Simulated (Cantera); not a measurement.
Charge: 1 mol Al, 2.1 mol O2, 50 mol H2, equilibrated at 2200 K and 81000 Pa.

Equilibrium computed with Cantera from the NASA thermochemical tables; the gas is ideal and each condensed phase is pure. Candidate condensed phases: Al, Al2O3, H2O; 19 gas species. Gases not in the tables: Al(OH)3. Equilibrium is a limit: real reactors are often held back by kinetics, nucleation or transport.

Base state: H2 0.940, H2O 0.0538, H 0.00607, OH 4.84e-5 (mole fractions); condensed: Al2O3(s).

**Question.** What changes in the equilibrium state with this change: temperature from 2200 K to 873 K?

**Answer.** 
```tsv
species	before	after
H2	0.940	0.946
H2O	0.0538	0.0540
H	0.00607	<1e-9
OH	4.84e-5	<1e-9
Al2O3(s), mol	0.500	0.500
```
